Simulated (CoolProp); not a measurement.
Saturation properties of ethanol.

Computed with CoolProp (reference Helmholtz-energy equation of state, Schroeder 2014).

| T (K) | p (MPa) | liquid density (kg/m³) | vapour density (kg/m³) | liquid cp (kJ/(kg K)) | surface tension (mN/m) | liquid viscosity (µPa s) |
|---|---|---|---|---|---|---|
| 323.8 | 0.03034 | 762.5 | 0.5267 | 2.655 | 19.4 | 681 |
| 332 | 0.04438 | 755.1 | 0.7548 | 2.733 | 18.6 | 595 |
| 340.2 | 0.06357 | 747.4 | 1.061 | 2.814 | 17.8 | 523 |
| 348.5 | 0.08965 | 739.4 | 1.469 | 2.899 | 17.0 | 461 |
| 356.7 | 0.1236 | 731.3 | 1.994 | 2.987 | 16.2 | 408 |
| 364.9 | 0.1676 | 722.9 | 2.666 | 3.078 | 15.4 | 364 |
| 373.1 | 0.2238 | 714.1 | 3.516 | 3.173 | 14.6 | 325 |
| 381.3 | 0.2944 | 704.9 | 4.577 | 3.273 | 13.8 | 291 |
| 389.5 | 0.3821 | 695.2 | 5.890 | 3.377 | 13.0 | 261 |
| 397.7 | 0.4896 | 685.1 | 7.499 | 3.485 | 12.1 | 235 |
| 405.9 | 0.6199 | 674.3 | 9.455 | 3.596 | 11.3 | 212 |
| 414.1 | 0.7761 | 662.9 | 11.82 | 3.709 | 10.5 | 191 |
| 422.3 | 0.9615 | 650.7 | 14.65 | 3.821 | 9.68 | 172 |
| 430.5 | 1.180 | 637.8 | 18.04 | 3.932 | 8.85 | 155 |
| 438.7 | 1.434 | 624.0 | 22.07 | 4.042 | 8.02 | 140 |

It boils at 351.6 K under 1 atm.

Viscosity comes from a separate model (Kiselev 2005). Surface tension comes from a separate correlation (Mulero 2012).
